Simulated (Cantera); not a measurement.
An isothermal, constant-pressure homogeneous reactor starts with CH4 : CO2 : H2 = 1 : 1 : 0.46 (molar parts), at 1550 K and 0.470 bar.

Cantera simulation using GRI-Mech 3.0 (53 species, 325 reactions); the numbers are that mechanism's predictions, not measurements.

x: mole fraction; the columns are a selection and need not sum to one.

```
t (s)      x CH4   x CO2   x H2     x H2O    x C2H6
--------  ------  ------  -----  --------  --------
2.00e-5    0.406   0.407  0.187   2.19e-7         …
4.33e-5    0.406   0.406  0.187   8.49e-7         …
9.38e-5    0.406   0.406  0.187   3.56e-6         …
0.000203   0.406   0.406  0.187   1.53e-5         …
0.000440   0.406   0.406  0.187   6.15e-5         …
0.000953   0.406   0.406  0.187  0.000208         …
0.00206    0.405   0.406  0.187  0.000619         …
0.00447    0.402   0.404  0.188   0.00170  0.000497
0.00969    0.395   0.400  0.191   0.00424  0.000535
0.0210     0.381   0.391  0.198   0.00984  0.000500
0.0454     0.352   0.370  0.213    0.0220         …
0.0984     0.301   0.329  0.235    0.0478         …
0.213      0.225   0.255  0.257    0.0978         …
0.462      0.135   0.154  0.269     0.169         …
1.00      0.0663  0.0792  0.292     0.210         …
```

Problem. Complete the blanks.

Solution. 
- 2.00e-5, x C2H6: 6.19e-9
- 4.33e-5, x C2H6: 6.28e-8
- 9.38e-5, x C2H6: 6.14e-7
- 0.000203, x C2H6: 5.47e-6
- 0.000440, x C2H6: 3.64e-5
- 0.000953, x C2H6: 0.000140
- 0.00206, x C2H6: 0.000324
- 0.0454, x C2H6: 0.000429
- 0.0984, x C2H6: 0.000324
- 0.213, x C2H6: 0.000202
- 0.462, x C2H6: 9.39e-5
- 1.00, x C2H6: 2.98e-5
